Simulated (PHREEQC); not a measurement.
Solution (20 °C): 0.029 mol/kgw HBr, 0.39 mol/kgw NaHF2 and 0.0028 mol/kgw Na2HAsO4. Closed to the air; pH follows from the charge balance.

Computed with PHREEQC (ion-association model, wateq4f.dat).

Precipitation was switched off in this run.

Problem. Estimate the pH, activity of water, ionic strength.

Solution. pH 3.09; activity of water 0.983; ionic strength 0.376 mol/kgw.

Problem. In which forms is As present?

Solution. H2AsO4- 91 %, H3AsO4 9.3 % of the As.

wateq4f.dat counts part of the HF as a dimer, H2F2, which phreeqc.dat doesn't know; its constant is uncertain.
